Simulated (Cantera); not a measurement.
# Equilibrium for silicon etching in halogen gases: Si + HBr + N2

Feed: 1 mol Si, 13 mol HBr, a varied amount of N2, at 1473 K and 0.0133 bar.

These are equilibrium values from Cantera (NASA tables, ideal gas, pure condensed phases), not measurements of a reactor. Candidate condensed phases: Br2, Si, Si3N4; 28 gas species. The tables' values for SiBr3 are old estimates; treat these amounts as uncertain. Rates play no part.

From 0.85 mol N2 to 23 mol N2 nothing is condensed. The main Si-bearing gas is SiBr2 throughout.

```
n(N2) (mol)  x HBr    x N2    x H2  x SiBr2    x Br  x SiBr4
-----------  -----  ------  ------  -------  ------  -------
0.85         0.726  0.0622   0.112   0.0437  0.0265   0.0224
2.9          0.631   0.184  0.0967   0.0396  0.0248   0.0178
4.9          0.560   0.275  0.0852   0.0363  0.0234   0.0146
6.9          0.503   0.348  0.0761   0.0336  0.0223   0.0122
8.9          0.457   0.407  0.0688   0.0313  0.0213   0.0104
11           0.417   0.459  0.0626   0.0292  0.0204  0.00887
13           0.384   0.500  0.0576   0.0275  0.0196  0.00771
15           0.357   0.535  0.0534   0.0259  0.0189  0.00677
17           0.333   0.566  0.0498   0.0246  0.0182  0.00599
19           0.312   0.592  0.0466   0.0233  0.0177  0.00534
21           0.294   0.616  0.0439   0.0222  0.0171  0.00478
23           0.277   0.637  0.0414   0.0212  0.0166  0.00431
```
x: gas mole fraction; nothing condenses.
